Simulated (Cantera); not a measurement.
A diamond (100) surface in a fixed gas of H2 with x(CH4) = 0.007, x(H) = 0.0041, at 900 K, 4300 Pa; coverages are run to steady state.

Cantera simulation using the Harris–Goodwin 1993 mechanism for the reconstructed diamond (100) surface; the numbers are that mechanism's predictions, not measurements.

θ: site fractions in the mechanism's names (c6HH fully hydrogenated, c6H* and c6*H radical sites, c6** diradical, c6HM methylated).

```tsv
x(CH3)	growth (µm/h)	θ c6HH	θ c6H*	θ c6*H	θ c6**	θ c6HM
1e-06	0.0135	0.692	0.0105	0.293	0.00438	0.000205
2.8e-06	0.0377	0.692	0.0105	0.293	0.00438	0.000575
8.1e-06	0.109	0.691	0.0105	0.292	0.00437	0.00166
2.3e-05	0.308	0.688	0.0104	0.291	0.00435	0.00470
6.5e-05	…	0.681	0.0103	0.288	0.00429	…
0.00019	2.43	0.660	0.0100	0.279	0.00413	0.0371
0.00053	6.22	0.611	0.00924	0.258	0.00374	0.0950
0.0015	…	…	…	…	…	…
0.0042	26.3	0.349	0.00518	0.145	0.00173	0.402
```

### Question
Complete the blanks.

### Answer

- 6.5e-05, growth (µm/h): 0.859
- 6.5e-05, θ c6HM: 0.0131
- 0.0015, growth (µm/h): 14.3
- 0.0015, θ c6HH: 0.506
- 0.0015, θ c6H*: 0.00761
- 0.0015, θ c6*H: 0.212
- 0.0015, θ c6**: 0.00291
- 0.0015, θ c6HM: 0.218
